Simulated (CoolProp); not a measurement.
Vapour-liquid equilibrium of R134a (1) + R1234yf (2) at 61.05 °C; x and y are mole fractions of (1).

Values from CoolProp's multi-fluid Helmholtz-energy mixture model, Tillner-Roth 1994 and Lemmon 2022; pair parameters Bell 2022.

| x | bubble pressure (MPa) | y at the bubble point | dew pressure at overall composition x (MPa) | liquid density (mol/L) |
|---|---|---|---|---|
| 0.05 | 1.698 | 0.055 | 1.696 | 8.267 |
| 0.15 | 1.726 | 0.161 | 1.723 | 8.415 |
| 0.25 | 1.748 | 0.263 | 1.745 | 8.576 |
| 0.35 | 1.764 | 0.361 | 1.762 | 8.750 |
| 0.45 | 1.774 | 0.457 | 1.773 | 8.939 |
| 0.55 | 1.778 | 0.551 | 1.778 | 9.143 |
| 0.65 | 1.777 | 0.646 | 1.777 | 9.362 |
| 0.75 | 1.770 | 0.743 | 1.769 | 9.598 |
| 0.85 | 1.756 | 0.842 | 1.755 | 9.852 |
| 0.95 | 1.737 | 0.946 | 1.736 | 10.12 |

y crosses x between x = 0.55 and 0.65: the model has an azeotrope there.

The pair parameters rest on a limited set of measurements; away from them the model extrapolates.
